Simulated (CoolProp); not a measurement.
The numbers come from the reference Helmholtz-energy equation of state, Thol 2015 in CoolProp.

For octamethylcyclotetrasiloxane (D4), give the phase and the Z, speed of sound (m/s), Joule-Thomson coefficient (K/MPa), fugacity coefficient at 346.85 °C and 25.3 bar; 346.85 °C and 29.5 bar; 346.85 °C and 33.7 bar.


- 346.85 °C and 25.3 bar: supercritical; Z 0.353, speed of sound 96.9, Joule-Thomson coefficient 5.65, fugacity coefficient 0.523
- 346.85 °C and 29.5 bar: supercritical; Z 0.372, speed of sound 125, Joule-Thomson coefficient 3.24, fugacity coefficient 0.474
- 346.85 °C and 33.7 bar: supercritical; Z 0.401, speed of sound 148, Joule-Thomson coefficient 2.20, fugacity coefficient 0.437
